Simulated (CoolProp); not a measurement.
The fluoroketone C6F12O (FK-5-1-12) along the isotherm 500 K: Z from the reference equation and from simpler models built on Tc = 441.8 K, pc = 1.869 MPa, ω = 0.471; each cubic takes its own stable root.

Values from CoolProp's reference Helmholtz-energy equation of state, McLinden 2015.

```csv
p (MPa),phase,reference
0.0296,gas,0.9965
0.0477,gas,0.9944
0.0771,gas,0.9909
0.125,gas,0.9852
0.201,gas,0.9762
0.325,gas,0.9614
0.526,gas,0.9371
0.849,gas,0.8972
1.37,gas,0.8296
2.22,supercritical,0.7094
3.58,supercritical,0.5305
5.78,supercritical,0.5268
9.35,supercritical,0.7031
```

Question: How far does each simpler model (van der Waals, Redlich-Kwong, Soave-Redlich-Kwong, Peng-Robinson) lie from the reference over these 13 states: mean and median of the absolute difference, and the worst?

Answer: 
- van der Waals: mean 4.6 %, median 0.2 %, worst +23.0 % at 500 K and 9.35 MPa
- Redlich-Kwong: mean 1.9 %, median 0.7 %, worst -9.3 % at 500 K and 3.58 MPa
- Soave-Redlich-Kwong: mean 2.9 %, median 0.3 %, worst +13.6 % at 500 K and 5.78 MPa
- Peng-Robinson: mean 1.2 %, median 0.7 %, worst +4.7 % at 500 K and 5.78 MPa
